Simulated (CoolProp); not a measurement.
Vapour-liquid equilibrium of carbon dioxide (1) + hydrogen sulfide (2) at -9.15 °C; x and y are mole fractions of (1).

The numbers come from the multi-fluid Helmholtz-energy mixture model, Span 1996 and Lemmon 2006; pair parameters Kunz 2012 in CoolProp.

```csv
x,bubble pressure (bar),y at the bubble point,dew pressure at overall composition x (bar),liquid density (mol/L)
0.05,10.06,0.240,8.203,25.02
0.15,13.81,0.474,9.093,24.85
0.25,16.67,0.588,10.19,24.47
0.35,18.86,0.658,11.56,23.95
0.45,20.59,0.709,13.31,23.36
0.55,22.05,0.753,15.61,22.76
0.65,23.36,0.795,18.59,22.24
0.75,24.59,0.842,21.96,21.87
0.85,25.73,0.896,24.79,21.74
0.95,26.72,0.962,26.58,21.96
```

No azeotrope shows between x = 0.05 and 0.95.

Pair parameters are fitted to limited data, so mixtures are less certain than the pure fluids.
